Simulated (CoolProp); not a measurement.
The fluid at 380.55 K and 8.5 MPa is throttled through a valve to 1.43 MPa with no heat exchange. The same conditions are run with several fluids, on thermodynamics alone (safety and materials aside).

Values from CoolProp's reference Helmholtz-energy equation of state of each fluid (ethane: Bücker 2006; carbonyl sulfide: Lemmon 2006; normal hydrogen: Leachman 2009; carbon dioxide: Span 1996; propylene: Lemmon 2013).

```csv
fluid,temperature change (K),final phase,final density (kg/m³)
ethane,?,gas,17.2
carbonyl sulfide,-77.9,?,?
normal hydrogen,+3.0,?,?
carbon dioxide,-47.4,gas,?
propylene,?,"two-phase, vapour fraction 0.697",?
```

Some entries are withheld; supply them.


- ethane, temperature change (K): -52.4
- carbonyl sulfide, final phase: two-phase, vapour fraction 0.519
- carbonyl sulfide, final density (kg/m³): 77.0
- normal hydrogen, final phase: supercritical
- normal hydrogen, final density (kg/m³): 0.898
- carbon dioxide, final density (kg/m³): 23.9
- propylene, temperature change (K): -73.6
- propylene, final density (kg/m³): 42.7
